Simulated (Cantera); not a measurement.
Charge: 1 mol Si, 26 mol HBr, 0.47 mol H2, equilibrated at 577 °C and 2.80 mbar.

Equilibrium computed with Cantera from the NASA thermochemical tables; the gas is ideal and each condensed phase is pure. Candidate condensed phases: Br2, Si; 19 gas species. Equilibrium is a limit: real reactors are often held back by kinetics, nucleation or transport.

Base state: HBr 0.864, H2 0.0970, SiBr4 0.0393 (mole fractions); condensed: gas only.

What changes in the equilibrium state with this change: HBr from 26 to 1.9 mol?


| species | before | after |
|---|---|---|
| H2 | 0.0970 | 0.729 |
| SiBr4 | 0.0393 | 0.237 |
| HBr | 0.864 | 0.0266 |
| SiH2Br2 | <1e-9 | 7.19e-5 |
| SiBr2 | 1.38e-8 | 0.000661 |
| SiHBr3 | 4.08e-6 | 0.00603 |
| Si(s), mol | 0 | 0.534 |
The tables' values for SiBr3 are old estimates; treat these amounts as uncertain.
